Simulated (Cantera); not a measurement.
Charge: 1 mol MgO, 0.51 mol CH4, 0.66 mol CO, at 1648.15 K.

Method: chemical equilibrium by Gibbs-energy minimisation in Cantera with the NASA 1993 tables (ideal gas, pure condensed phases). Candidate condensed phases: C, C6H6, C7H8, C8H18, H2O, Mg, MgCO3, MgO, Mg(OH)2; 116 gas species. Kinetics and transport are ignored.

Which condensed phases are stable at each of these points (P (Pa)): 10, 36, 130, 460, 1700, 6000, 22000, 77000, 280000, 1000000?


| P (Pa) | condensed phases | Mg condensed (%) |
|---|---|---|
| 10 | MgO(s) | 48.8 |
| 36 | MgO(s) | 48.9 |
| 130 | MgO(s) | 49.0 |
| 460 | MgO(s) | 49.0 |
| 1700 | MgO(s) | 49.0 |
| 6000 | C(graphite) + MgO(s) | 93.7 |
| 22000 | C(graphite) + MgO(s) | 99.6 |
| 77000 | C(graphite) + MgO(s) | 100.0 |
| 280000 | C(graphite) + MgO(s) | 100.0 |
| 1000000 | C(graphite) + MgO(s) | 100.0 |

From 0.000100 bar to 0.0170 bar the condensed part is MgO(s). From 0.0600 bar to 10.0 bar the condensed part is C(graphite) + MgO(s).
